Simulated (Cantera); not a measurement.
Feed: 1 mol SiO₂, 1.2 mol MgO, 7 mol H₂, at 10000 Pa.

These are equilibrium values from Cantera (NASA tables, ideal gas, pure condensed phases), not measurements of a reactor. Candidate condensed phases: H₂O, Mg, MgO, Mg(OH)₂, MgSiO₃, Mg₂SiO₄, Si, SiO₂; 24 gas species. Mutual solubility and eutectic melting of coexisting phases are not modelled. Condensed phases not in the tables: alloys, solid solutions and most ternary compounds. Kinetics and transport are ignored.

Problem. At 1648 K, list the 5 most abundant gas species with their mole fractions, and the condensed phases.

Solution. H₂ 0.998, H₂O 0.000846, SiO 0.000800, H 0.000281, Mg 4.54e-5. Condensed: MgSiO₃(s) + Mg₂SiO₄(s).
